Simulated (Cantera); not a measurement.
Source: NASA polynomial tables (part measured, part estimated), evaluated in Cantera. Values are per mole of reaction as written; species without (g) are pure solids or liquids, kept so even where they would boil at 1 bar. TaC: taken at fixed stoichiometry.

3 TaC + 4 H₂O(g) ⇌ 3 Ta + C₃H₈(g) + 4 O(g)

```json
[
 {"T (K)": "2500", "ΔH° (kJ)": "2325.5", "ΔS° (J/K)": "181.7", "ΔG° (kJ)": "1871.3", "log10 K": "-39.10"},
 {"T (K)": "2550", "ΔH° (kJ)": "2326.0", "ΔS° (J/K)": "181.9", "ΔG° (kJ)": "1862.2", "log10 K": "-38.14"},
 {"T (K)": "2600", "ΔH° (kJ)": "…", "ΔS° (J/K)": "…", "ΔG° (kJ)": "…", "log10 K": "…"},
 {"T (K)": "2650", "ΔH° (kJ)": "2327.0", "ΔS° (J/K)": "182.3", "ΔG° (kJ)": "1844.0", "log10 K": "-36.35"},
 {"T (K)": "2700", "ΔH° (kJ)": "…", "ΔS° (J/K)": "…", "ΔG° (kJ)": "…", "log10 K": "…"},
 {"T (K)": "2750", "ΔH° (kJ)": "2328.0", "ΔS° (J/K)": "182.6", "ΔG° (kJ)": "1825.7", "log10 K": "-34.68"},
 {"T (K)": "2800", "ΔH° (kJ)": "2328.4", "ΔS° (J/K)": "182.8", "ΔG° (kJ)": "1816.6", "log10 K": "-33.89"}
]
```

Fill in the missing entries.


- 2600, ΔH° (kJ): 2326.5
- 2600, ΔS° (J/K): 182.1
- 2600, ΔG° (kJ): 1853.1
- 2600, log10 K: -37.23
- 2700, ΔH° (kJ): 2327.5
- 2700, ΔS° (J/K): 182.4
- 2700, ΔG° (kJ): 1834.9
- 2700, log10 K: -35.50
